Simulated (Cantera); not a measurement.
A Cantera script and its output.

```python
import numpy as np
import cantera as ct

gas = ct.Solution("gri30.yaml")
gas.TPX = 1350, 101325, {'CH4': 1, 'CO': 0.61, 'O2': 1.05, 'N2': 3.94, 'CO2': 0.59}
reactor = ct.IdealGasReactor(gas, energy="on", clone=False)
net = ct.ReactorNet([reactor])
net.rtol, net.atol = 1e-08, 1e-16
show = ['CH4', 'CO', 'O2', 'NO2', 'C2H', 'HCO', 'C2H2']
times = np.geomspace(4e-06, 2, 12)

steps = ct.SolutionArray(gas, extra=["t"])
rows = []
print(f"{'t/s':>10s}{'T/K':>9s}{'P/Pa':>11s}" + "".join(f"{s:>11s}" for s in show))
for t in times:
    while net.time < t:
        t_next = net.step()
        steps.append(gas.state, t=t_next)
    rows.append([np.interp(t, steps.t, y) for y in (steps.T, steps.P, *steps(*show).X.T)])
    print(f"{t:10.3e}{rows[-1][0]:9.1f}{rows[-1][1]:11.4g}" + "".join(f"{x:11.3e}" for x in rows[-1][2:]))
rate = np.gradient(steps.T, steps.t)
print("integrator steps:", len(steps.t))
if steps.T.max() > steps.T[0] + 200:
    print(f"time of steepest temperature rise: {steps.t[rate.argmax()]:.4e} s")
gas.TPX = 1350, 101325, {'CH4': 1, 'CO': 0.61, 'O2': 1.05, 'N2': 3.94, 'CO2': 0.59}
gas.equilibrate("UV")
print(f"equilibrium (UV): T = {gas.T:.1f} K  " + "  ".join(f"{s} {gas[s].X[0]:.3e}" for s in show))
```

Output:

```
       t/s      T/K       P/Pa        CH4         CO         O2        NO2        C2H        HCO       C2H2
 4.000e-06   1350.0  1.013e+05  1.391e-01  8.484e-02  1.460e-01  5.861e-24  1.533e-28  2.164e-13  4.852e-19
 1.319e-05   1350.0  1.013e+05  1.391e-01  8.484e-02  1.460e-01  2.383e-22  3.135e-27  4.815e-13  7.426e-18
 4.347e-05   1350.0  1.013e+05  1.391e-01  8.484e-02  1.460e-01  7.578e-21  2.856e-25  1.198e-12  3.943e-16
 1.433e-04   1350.0  1.013e+05  1.391e-01  8.484e-02  1.460e-01  1.805e-19  9.680e-23  4.292e-12  6.763e-14
 4.725e-04   1350.1  1.013e+05  1.390e-01  8.483e-02  1.460e-01  3.726e-18  5.036e-20  5.896e-11  1.517e-11
 1.558e-03   1351.0  1.014e+05  1.388e-01  8.481e-02  1.459e-01  1.292e-16  1.306e-17  7.552e-10  1.945e-09
 5.136e-03   1358.2  1.019e+05  1.376e-01  8.479e-02  1.451e-01  7.984e-15  1.807e-15  5.657e-09  1.079e-07
 1.693e-02   2501.7  2.134e+05  1.630e-11  2.136e-01  4.452e-05  4.268e-09  1.739e-16  3.422e-07  4.207e-14
 5.582e-02   2501.4  2.134e+05  1.636e-11  2.136e-01  4.436e-05  4.946e-09  1.741e-16  3.419e-07  4.220e-14
 1.840e-01   2501.4  2.134e+05  1.636e-11  2.136e-01  4.436e-05  4.946e-09  1.741e-16  3.419e-07  4.220e-14
 6.067e-01   2501.4  2.134e+05  1.636e-11  2.136e-01  4.436e-05  4.946e-09  1.741e-16  3.419e-07  4.220e-14
 2.000e+00   2501.4  2.134e+05  1.636e-11  2.136e-01  4.436e-05  4.946e-09  1.741e-16  3.419e-07  4.220e-14
integrator steps: 2262
time of steepest temperature rise: 1.3285e-02 s
equilibrium (UV): T = 2501.4 K  CH4 1.831e-11  CO 2.136e-01  O2 4.436e-05  NO2 4.946e-09  C2H 1.891e-16  HCO 3.419e-07  C2H2 4.583e-14
```

Computed with Cantera and GRI-Mech 3.0 (53 species, 325 reactions).
